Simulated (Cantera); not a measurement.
A perfectly stirred reactor is fed with 1.74 % CH4, 1.74 % C2H6, 0.540 % C3H8, 20.2 % O2, 75.8 % N2, equivalence ratio 0.61, at 1050 Torr; it is adiabatic with a 450 K inlet, and is followed from long to short residence time, starting on the burning branch (τ in s: 0.29, 0.093, 0.03, 0.0096, 0.0031, 0.00099, 0.00032, 0.0001, 3.3e-05, 1e-05, 3.4e-06).

Model: GRI-Mech 3.0 (53 species, 325 reactions), integrated in Cantera.

Question: Predict: blow-out, bracketed by the residence times tried; x(CH4) at τ = 0.290 s; x(C2H6) at τ = 0.290 s; x(C3H8) at τ = 0.290 s; x(CO) at τ = 0.290 s; x(OH) at τ = 0.290 s; x(CH4) at τ = 0.990 ms; x(C2H6) at τ = 0.990 ms; x(C3H8) at τ = 0.990 ms; x(CO) at τ = 0.990 ms; x(OH) at τ = 0.990 ms.

Answer: 
| Property | Result |
|---|---|
| blow-out, bracketed by the residence times tried | burning at 0.320 ms, out at 0.100 ms |
| x(CH4) at τ = 0.290 s | 1.17e-6 |
| x(C2H6) at τ = 0.290 s | 2.22e-7 |
| x(C3H8) at τ = 0.290 s | 6.34e-8 |
| x(CO) at τ = 0.290 s | 0.000181 |
| x(OH) at τ = 0.290 s | 0.000869 |
| x(CH4) at τ = 0.990 ms | 5.24e-5 |
| x(C2H6) at τ = 0.990 ms | 1.29e-5 |
| x(C3H8) at τ = 0.990 ms | 3.89e-6 |
| x(CO) at τ = 0.990 ms | 0.00622 |
| x(OH) at τ = 0.990 ms | 0.00354 |
